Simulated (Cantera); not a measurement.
A perfectly stirred reactor is fed with CH4 : O2 : N2 : CO2 = 1 : 3.92 : 14.7 : 1.3 (molar parts), equivalence ratio 0.51, at 5.00 bar; it is adiabatic with a 625 K inlet, and is followed from long to short residence time, starting on the burning branch (τ in s: 0.24, 0.079, 0.026, 0.0085, 0.0028, 0.00091, 0.0003, 9.8e-05, 3.2e-05).

Detailed kinetics in Cantera: GRI-Mech 3.0 (53 species, 325 reactions).

### Question
What does this change do: 1.8 parts H2 added?

### Answer
| quantity | before | after |
|---|---|---|
| blow-out, bracketed by the residence times tried | burning at 0.910 ms, out at 0.300 ms | burning at 32.0 µs, the shortest tried |
| x(CH4) at τ = 0.240 s | 5.27e-6 | 4.06e-7 |
| x(O2) at τ = 0.240 s | 0.0918 | 0.0459 |
| x(CO2) at τ = 0.240 s | 0.110 | 0.105 |
| x(CO) at τ = 0.240 s | 7.63e-5 | 0.000619 |
| x(NO2) at τ = 0.240 s | 2.55e-8 | 2.17e-6 |
| x(CH4) at τ = 2.80 ms | 0.000128 | 1.98e-5 |
| x(O2) at τ = 2.80 ms | 0.0928 | 0.0471 |
| x(CO2) at τ = 2.80 ms | 0.108 | 0.103 |
| x(CO) at τ = 2.80 ms | 0.00193 | 0.00205 |
| x(NO2) at τ = 2.80 ms | 3.58e-8 | 1.57e-7 |
